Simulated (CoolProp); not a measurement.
A single-stage vapour-compression cycle with propylene: evaporating at 212.15 K (dew point), condensing at 276.15 K (bubble point), superheat 0 K, subcooling 0 K, compressor efficiency 0.7, no pressure losses. Each further row changes one setting.

Model: reference Helmholtz-energy equation of state, Lemmon 2013, in CoolProp.

```tsv
case	cooling COP	pressure ratio	discharge temperature (K)	refrigerating effect (kJ/kg)	volumetric capacity (kJ/m³)
as stated	(withheld)	12.1	338.6	307	395
evaporating temperature 217.15 K	(withheld)	9.38	331.4	(withheld)	510
condensing temperature 271.15 K	1.98	10.4	(withheld)	319	411
subcooling 5 K	1.84	12.1	338.6	319	411
superheat 10 K	(withheld)	12.1	350.3	(withheld)	(withheld)
compressor efficiency 0.6	1.52	12.1	(withheld)	307	395
```

Complete the blanks.


- as stated, cooling COP: 1.77
- evaporating temperature 217.15 K, cooling COP: 2.01
- evaporating temperature 217.15 K, refrigerating effect (kJ/kg): 312
- condensing temperature 271.15 K, discharge temperature (K): 330.8
- superheat 10 K, cooling COP: 1.76
- superheat 10 K, refrigerating effect (kJ/kg): 320
- superheat 10 K, volumetric capacity (kJ/m³): 392
- compressor efficiency 0.6, discharge temperature (K): 354.7
